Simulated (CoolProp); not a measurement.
Values from CoolProp's reference Helmholtz-energy equation of state, Thol 2018.

For hydrogen chloride, give the phase and the density (kg/m³), cv (kJ/(kg K)) at 75.45 °C and 9.24 MPa; 75.45 °C and 64.7 MPa.


- 75.45 °C and 9.24 MPa: supercritical; density 198, cv 0.893
- 75.45 °C and 64.7 MPa: supercritical; density 929, cv 0.834
